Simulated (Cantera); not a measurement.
A freely propagating, adiabatic, planar premixed flame of 13.3 % CO, 1.86 % H2, 6.13 % CH4, 16.5 % O2, 62.2 % N2, equivalence ratio 1.2, unburnt at 575 K and 2.30 bar; mixture-averaged transport, grid criteria slope 0.08 and curve 0.16, no radiation.

Cantera simulation using GRI-Mech 3.0 (53 species, 325 reactions); the numbers are that mechanism's predictions, not measurements. Burning velocities carry a grid error of a few per cent, more on coarse grids.

Question: Predict: laminar burning velocity; thermal thickness; peak x(C2H); peak x(CH2O); peak x(HCN).

Answer: 
```json
{
  "laminar_burning_velocity": "152 cm/s",
  "thermal_thickness": "0.139 mm",
  "peak x(C2H)": "8.75e-8",
  "peak x(CH2O)": "0.000787",
  "peak x(HCN)": "1.80e-6"
}
```
